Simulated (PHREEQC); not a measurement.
0.47 g of hydrous ferric oxide (600 m²/g; 0.2 weak and 0.005 strong sites per Fe, Dzombak-Morel constants, diffuse double layer) in 1 kg of water with 0.001 mol/kgw of an inert sodium salt, at 25 °C; the pH is set by adding NaOH or the inert anion's acid. Oxygen alone is held at its pressure in air (log pO2 = -0.68). The system is closed to CO2. Precipitation was switched off in this run.

All values are PHREEQC results (ion-association model, wateq4f.dat), not measurements.

```json
[
 {"pH": "3", "surface charge σ (C/m²)": "0.260", "surface potential ψ (mV)": "231"},
 {"pH": "3.5", "surface charge σ (C/m²)": "0.182", "surface potential ψ (mV)": "224"},
 {"pH": "4", "surface charge σ (C/m²)": "0.122", "surface potential ψ (mV)": "209"},
 {"pH": "4.5", "surface charge σ (C/m²)": "0.081", "surface potential ψ (mV)": "190"},
 {"pH": "5", "surface charge σ (C/m²)": "0.052", "surface potential ψ (mV)": "169"},
 {"pH": "5.5", "surface charge σ (C/m²)": "0.032", "surface potential ψ (mV)": "145"},
 {"pH": "6", "surface charge σ (C/m²)": "0.019", "surface potential ψ (mV)": "119"},
 {"pH": "6.5", "surface charge σ (C/m²)": "0.011", "surface potential ψ (mV)": "92"},
 {"pH": "7", "surface charge σ (C/m²)": "0.006", "surface potential ψ (mV)": "64"},
 {"pH": "7.5", "surface charge σ (C/m²)": "0.003", "surface potential ψ (mV)": "35"},
 {"pH": "8", "surface charge σ (C/m²)": "0.000", "surface potential ψ (mV)": "6"},
 {"pH": "8.5", "surface charge σ (C/m²)": "-0.002", "surface potential ψ (mV)": "-23"},
 {"pH": "9", "surface charge σ (C/m²)": "-0.004", "surface potential ψ (mV)": "-51"}
]
```

Complexes and solids missing from the database can't appear. The oxide is taken as insoluble; below pH 4 it would dissolve.
